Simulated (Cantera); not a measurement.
Input: 1 mol TiN, 79 mol HCl, 1.5 mol N2, equilibrated at 133 Pa.

These are equilibrium values from Cantera (NASA tables, ideal gas, pure condensed phases), not measurements of a reactor. Candidate condensed phases: NH4Cl, Ti, TiCl2, TiCl3, TiCl4, TiN; 17 gas species. The tables' values for TiCl2 are old estimates; treat these amounts as uncertain. Rates play no part.

x: gas mole fraction; nothing condenses.

```json
[
 {"T (°C)": "1125", "x HCl": "0.939", "x Cl": "0.000665", "x H2": "0.0227", "x N2": "0.0249", "x H": "1.95e-5", "x TiCl3": "0.00503", "x TiCl4": "…"},
 {"T (°C)": "1175", "x HCl": "0.939", "x Cl": "0.00129", "x H2": "0.0224", "x N2": "0.0249", "x H": "3.78e-5", "x TiCl3": "0.00615", "x TiCl4": "…"},
 {"T (°C)": "1225", "x HCl": "0.938", "x Cl": "0.00238", "x H2": "0.0224", "x N2": "0.0249", "x H": "7.05e-5", "x TiCl3": "0.00721", "x TiCl4": "…"},
 {"T (°C)": "1275", "x HCl": "0.936", "x Cl": "0.00418", "x H2": "0.0228", "x N2": "0.0248", "x H": "0.000127", "x TiCl3": "0.00816", "x TiCl4": "…"},
 {"T (°C)": "1325", "x HCl": "0.932", "x Cl": "0.00699", "x H2": "0.0236", "x N2": "0.0248", "x H": "0.000224", "x TiCl3": "0.00898", "x TiCl4": "…"},
 {"T (°C)": "1375", "x HCl": "0.926", "x Cl": "0.0112", "x H2": "0.0252", "x N2": "0.0247", "x H": "0.000387", "x TiCl3": "0.00964", "x TiCl4": "…"},
 {"T (°C)": "1425", "x HCl": "0.918", "x Cl": "0.0170", "x H2": "0.0276", "x N2": "0.0246", "x H": "0.000658", "x TiCl3": "0.0101", "x TiCl4": "…"},
 {"T (°C)": "1475", "x HCl": "0.906", "x Cl": "0.0249", "x H2": "0.0309", "x N2": "0.0245", "x H": "0.00110", "x TiCl3": "0.0104", "x TiCl4": "…"},
 {"T (°C)": "1525", "x HCl": "0.891", "x Cl": "0.0351", "x H2": "0.0352", "x N2": "0.0244", "x H": "0.00181", "x TiCl3": "0.0105", "x TiCl4": "…"},
 {"T (°C)": "1575", "x HCl": "0.872", "x Cl": "0.0478", "x H2": "0.0406", "x N2": "0.0242", "x H": "0.00293", "x TiCl3": "0.0104", "x TiCl4": "…"},
 {"T (°C)": "1625", "x HCl": "0.849", "x Cl": "0.0633", "x H2": "0.0470", "x N2": "0.0240", "x H": "0.00464", "x TiCl3": "0.0101", "x TiCl4": "…"},
 {"T (°C)": "1675", "x HCl": "0.821", "x Cl": "0.0818", "x H2": "0.0543", "x N2": "0.0237", "x H": "0.00721", "x TiCl3": "0.00956", "x TiCl4": "…"},
 {"T (°C)": "1725", "x HCl": "0.788", "x Cl": "0.103", "x H2": "0.0625", "x N2": "0.0234", "x H": "0.0110", "x TiCl3": "0.00875", "x TiCl4": "…"}
]
```

### Question
What belongs in the gaps?

### Answer

- 1125, x TiCl4: 0.00743
- 1175, x TiCl4: 0.00629
- 1225, x TiCl4: 0.00521
- 1275, x TiCl4: 0.00422
- 1325, x TiCl4: 0.00335
- 1375, x TiCl4: 0.00261
- 1425, x TiCl4: 0.00199
- 1475, x TiCl4: 0.00149
- 1525, x TiCl4: 0.00109
- 1575, x TiCl4: 0.000788
- 1625, x TiCl4: 0.000559
- 1675, x TiCl4: 0.000388
- 1725, x TiCl4: 0.000263
